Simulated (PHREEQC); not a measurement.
**Buffer: an equilibrium model**

A solution holds 0.098 mol/kgw KHCO3 and 0.0059 mol/kgw NaF, at 25 °C. Closed to the air; pH follows from the charge balance.

The numbers come from PHREEQC with the ion-association model, phreeqc.dat.

- pH = 8.12
- ionic strength = 0.105 mol/kgw
- specific conductance = 10100 µS/cm
- density = 1.004 g/cm³
- total alkalinity = 98.0 meq/kg

```json
[
 {"species": "K+", "molality": "0.0980", "activity": "0.0746", "log γ": "-0.119"},
 {"species": "HCO3-", "molality": "0.0953", "activity": "0.0748", "log γ": "-0.105"},
 {"species": "F-", "molality": "0.00589", "activity": "0.00446", "log γ": "-0.120"},
 {"species": "Na+", "molality": "0.00566", "activity": "0.00443", "log γ": "-0.107"},
 {"species": "CO2", "molality": "0.00126", "activity": "0.00129", "log γ": "0.010"},
 {"species": "CO3-2", "molality": "0.00121", "activity": "0.000460", "log γ": "-0.420"},
 {"species": "NaHCO3", "molality": "0.000182", "activity": "0.000186", "log γ": "0.010"},
 {"species": "NaCO3-", "molality": "4.87e-5", "activity": "3.79e-5", "log γ": "-0.109"},
 {"species": "NaF", "molality": "1.11e-5", "activity": "1.14e-5", "log γ": "0.010"},
 {"species": "OH-", "molality": "1.74e-6", "activity": "1.32e-6", "log γ": "-0.120"},
 {"species": "HF", "molality": "4.99e-8", "activity": "5.11e-8", "log γ": "0.010"},
 {"species": "(CO2)2", "molality": "2.98e-8", "activity": "3.05e-8", "log γ": "0.010"}
]
```

Precipitation was switched off in this run.
